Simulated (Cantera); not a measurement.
Feed: 1 mol CH2F2, 0.034 mol F2, 10 mol H2, held at 42.0 Pa.

Equilibrium computed with Cantera from the NASA thermochemical tables; the gas is ideal and each condensed phase is pure. Candidate condensed phases: C, C6H6, C7H8, C8H18; 95 gas species. Equilibrium is a limit: real reactors are often held back by kinetics, nucleation or transport.

Which condensed phases are stable at each of these points (T (K)): 2098, 2248, 2398, 2548, 2698, 2848, 2998, 3148, 3298?


| T (K) | condensed phases | C condensed (%) |
|---|---|---|
| 2098 | C(graphite) | 97.4 |
| 2248 | C(graphite) | 94.5 |
| 2398 | C(graphite) | 89.6 |
| 2548 | C(graphite) | 71.6 |
| 2698 | gas only | 0.0 |
| 2848 | gas only | 0.0 |
| 2998 | gas only | 0.0 |
| 3148 | gas only | 0.0 |
| 3298 | gas only | 0.0 |

From 2098 K to 2548 K the condensed part is C(graphite). From 2698 K to 3298 K nothing is condensed.
